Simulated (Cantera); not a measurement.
A closed system holds: 1 mol SiF₄, 0.92 mol N₂, 0.55 mol H₂, held at 1198 K and 0.133 bar.

Method: chemical equilibrium by Gibbs-energy minimisation in Cantera with the NASA 1993 tables (ideal gas, pure condensed phases). Candidate condensed phases: Si, Si₃N₄; 37 gas species. The tables' values for SiF₃ are old estimates; treat these amounts as uncertain. Equilibrium is a limit: real reactors are often held back by kinetics, nucleation or transport.

Base state: SiF₄ 0.403, N₂ 0.372, H₂ 0.221, HF 0.00198, SiHF₃ 0.00144, SiF₃ 0.000533 (mole fractions); condensed: gas only.

**Question.** What changes in the equilibrium state with this change: temperature from 1198 K to 1298.15 K?

**Answer.** 
| species | before | after |
|---|---|---|
| SiF₄ | 0.403 | 0.401 |
| N₂ | 0.372 | 0.372 |
| H₂ | 0.221 | 0.219 |
| HF | 0.00198 | 0.00394 |
| SiF₃ | 0.000533 | 0.00187 |
| SiHF₃ | 0.00144 | 0.00205 |
